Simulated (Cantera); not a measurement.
Input: 1 mol BN, 2.6 mol Cl₂, 8.8 mol N₂, at 1750 K and 13.3 mbar.

Equilibrium computed with Cantera from the NASA thermochemical tables; the gas is ideal and each condensed phase is pure. Candidate condensed phases: B, BN; 10 gas species. The tables' values for BCl₂ are old estimates; treat these amounts as uncertain. Equilibrium is a limit: real reactors are often held back by kinetics, nucleation or transport.

Base state: N₂ 0.748, Cl 0.165, BCl₃ 0.0803, Cl₂ 0.00592, BCl₂ 0.000134 (mole fractions); condensed: gas only.

### Question
What changes in the equilibrium state with this change: temperature from 1750 K to 1198.15 K?

### Answer
```csv
species,before,after
N₂,0.748,0.811
Cl₂,0.00592,0.0899
BCl₃,0.0803,0.0872
Cl,0.165,0.0120
BCl₂,0.000134,1.50e-9
```
